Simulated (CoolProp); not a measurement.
Vapour-liquid equilibrium of carbon dioxide (1) + R125 (2) at -17.15 °C; x and y are mole fractions of (1).

Computed with CoolProp (multi-fluid Helmholtz-energy mixture model, Span 1996 and Lemmon 2005; pair parameters Bell 2016).

**Question.** Give the bubble pressure and the first vapour's composition at x = 0.55, 0.65, 0.95. Is there an azeotrope?

**Answer.** x = 0.55: 1.407 MPa, y = 0.832; x = 0.65: 1.568 MPa, y = 0.872; x = 0.95: 2.060 MPa, y = 0.981. No azeotrope shows between x = 0.05 and 0.95.

Pair parameters are fitted to limited data, so mixtures are less certain than the pure fluids.
